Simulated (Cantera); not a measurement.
# Catalytic combustion on Pt

An isothermal plug-flow reactor at 1098 K and 500000 Pa (inlet), inlet velocity 0.94 m/s, active area per volume 130 1/m; feed 0.261 % CH4, 17.7 % O2, 73.6 % N2, 8.39 % H2O, equivalence ratio 0.029.

Detailed kinetics in Cantera: Deutschmann's 1995 Pt surface mechanism with GRI-Mech 3.0 gas chemistry. Catalytic surfaces can have several steady states; this one follows from the mechanism file's or the stated starting coverage. Mass transfer to the wall is taken as infinitely fast.

```tsv
z (m)	x CH4	x O2	x H2O	x CO2	x CO	θ free Pt	θ O*	θ OH*
0.0001	0.00261	0.177	0.0839	1.84e-6	2.20e-7	0.178	0.814	0.00811
0.0002	0.00260	0.177	0.0839	3.72e-6	4.10e-7	0.178	0.814	0.00811
0.00039	0.00260	0.177	0.0839	7.35e-6	7.06e-7	0.178	0.814	0.00811
0.00075	0.00259	0.177	0.0839	1.44e-5	1.10e-6	0.178	0.814	0.00811
0.0015	0.00257	0.177	0.0840	2.95e-5	1.61e-6	0.178	0.814	0.00812
0.0028	0.00252	0.177	0.0840	5.67e-5	2.42e-6	0.178	0.814	0.00812
0.0054	0.00240	0.177	0.0842	0.000118	6.92e-6	0.178	0.814	0.00813
0.01	0.00205	0.176	0.0848	0.000330	3.61e-5	0.179	0.813	0.00816
```
x: gas mole fraction; θ: surface coverage.
